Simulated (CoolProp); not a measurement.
CH3F (R41) at several states: fugacity coefficient from the reference equation and from simpler models built on Tc = 44.1 °C, pc = 5.906 MPa, ω = 0.200; each cubic takes its own stable root.

The numbers come from the reference Helmholtz-energy equation of state, Lemmon 2006 in CoolProp. It is a short technical equation, of lower accuracy than the large ones.

```tsv
T (°C)	p (MPa)	phase	reference	van der Waals	Redlich-Kwong	Soave-Redlich-Kwong	Peng-Robinson
-91.45	11.4	liquid	(withheld)	(withheld)	(withheld)	0.005373	0.005325
131.15	11	supercritical	0.7225	0.7163	0.7304	(withheld)	0.7327
43.65	10.1	liquid	0.4061	0.4829	(withheld)	0.4482	(withheld)
-6.45	1.47	gas	0.8274	(withheld)	(withheld)	0.8563	0.8469
```

Some entries are withheld; supply them.


- -91.45, reference: 0.005251
- -91.45, van der Waals: 0.05291
- -91.45, Redlich-Kwong: 0.008966
- 131.15, Soave-Redlich-Kwong: 0.7672
- 43.65, Redlich-Kwong: 0.4485
- 43.65, Peng-Robinson: 0.4266
- -6.45, van der Waals: 0.8886
- -6.45, Redlich-Kwong: 0.8631
